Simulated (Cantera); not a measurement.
Input: 1 mol V, 3.5 mol N2, 180 mol H2, equilibrated at 1.00 bar.

These are equilibrium values from Cantera (NASA tables, ideal gas, pure condensed phases), not measurements of a reactor. Candidate condensed phases: V, VN; 11 gas species. VN: taken at fixed stoichiometry. Condensed phases not in the tables: V2N, N, O or C dissolved in the metal. The numbers say what is thermodynamically allowed, not how fast it happens.

x: gas mole fraction; n: condensed amount in mol.

```json
[
 {"T (K)": "848", "x H2": "0.983", "x H": "1.89e-11", "x N2": "0.0163", "x V": "<1e-12", "x NH3": "___", "x VN": "<1e-12", "x N": "<1e-12", "n VN(s)": "1.00", "n V(l)": "0"},
 {"T (K)": "1048", "x H2": "0.984", "x H": "7.66e-9", "x N2": "0.0164", "x V": "<1e-12", "x NH3": "___", "x VN": "<1e-12", "x N": "<1e-12", "n VN(s)": "1.00", "n V(l)": "0"},
 {"T (K)": "1248", "x H2": "0.984", "x H": "4.63e-7", "x N2": "0.0164", "x V": "<1e-12", "x NH3": "___", "x VN": "<1e-12", "x N": "<1e-12", "n VN(s)": "1.00", "n V(l)": "0"},
 {"T (K)": "1448", "x H2": "0.984", "x H": "9.14e-6", "x N2": "0.0164", "x V": "<1e-12", "x NH3": "___", "x VN": "<1e-12", "x N": "<1e-12", "n VN(s)": "1.00", "n V(l)": "0"},
 {"T (K)": "1648", "x H2": "0.984", "x H": "8.83e-5", "x N2": "0.0164", "x V": "8.31e-11", "x NH3": "___", "x VN": "<1e-12", "x N": "<1e-12", "n VN(s)": "1.00", "n V(l)": "0"},
 {"T (K)": "1848", "x H2": "0.983", "x H": "0.000526", "x N2": "0.0164", "x V": "2.36e-8", "x NH3": "___", "x VN": "4.77e-12", "x N": "1.08e-11", "n VN(s)": "1.000", "n V(l)": "0"},
 {"T (K)": "2048", "x H2": "0.981", "x H": "0.00222", "x N2": "0.0164", "x V": "2.17e-6", "x NH3": "___", "x VN": "4.40e-10", "x N": "2.27e-10", "n VN(s)": "1.000", "n V(l)": "0"},
 {"T (K)": "2248", "x H2": "0.974", "x H": "0.00725", "x N2": "0.0190", "x V": "6.20e-5", "x NH3": "___", "x VN": "1.36e-8", "x N": "3.01e-9", "n VN(s)": "0", "n V(l)": "0.989"},
 {"T (K)": "2448", "x H2": "0.961", "x H": "0.0195", "x N2": "0.0189", "x V": "0.000491", "x NH3": "___", "x VN": "1.07e-7", "x N": "2.46e-8", "n VN(s)": "0", "n V(l)": "0.909"},
 {"T (K)": "2648", "x H2": "0.934", "x H": "0.0449", "x N2": "0.0186", "x V": "0.00280", "x NH3": "___", "x VN": "6.02e-7", "x N": "1.45e-7", "n VN(s)": "0", "n V(l)": "0.472"},
 {"T (K)": "2848", "x H2": "0.886", "x H": "0.0909", "x N2": "0.0181", "x V": "0.00517", "x NH3": "___", "x VN": "1.09e-6", "x N": "6.68e-7", "n VN(s)": "0", "n V(l)": "0"}
]
```

Question: Fill in the missing entries.

Answer: 
- 848, x NH3: 0.000235
- 1048, x NH3: 5.36e-5
- 1248, x NH3: 1.92e-5
- 1448, x NH3: 9.10e-6
- 1648, x NH3: 5.15e-6
- 1848, x NH3: 3.30e-6
- 2048, x NH3: 2.31e-6
- 2248, x NH3: 1.84e-6
- 2448, x NH3: 1.42e-6
- 2648, x NH3: 1.11e-6
- 2848, x NH3: 8.53e-7
